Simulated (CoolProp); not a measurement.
The fluid at 295 K and 1.33 MPa is throttled through a valve to 0.374 MPa with no heat exchange. The same conditions are run with several fluids, on thermodynamics alone (safety and materials aside).

Computed with CoolProp (reference Helmholtz-energy equation of state of each fluid (fluorine: de Reuck 1990; ethane: Bücker 2006; nitrogen: Span 2000; carbon dioxide: Span 1996; C2F6 (R116): Lemmon 2006)).

**Question.** Rank fluorine, ethane, nitrogen, carbon dioxide, C2F6 (R116) by temperature change (K), highest first.

**Answer.** fluorine (-1.9), nitrogen (-2.1), C2F6 (R116) (-9.7), carbon dioxide (-11.3), ethane (-12.0)

```
fluid           final density (kg/m³)
--------------  ---------------------
fluorine                         5.84
ethane                           4.94
nitrogen                         4.31
carbon dioxide                   7.14
C2F6 (R116)                      22.8
```
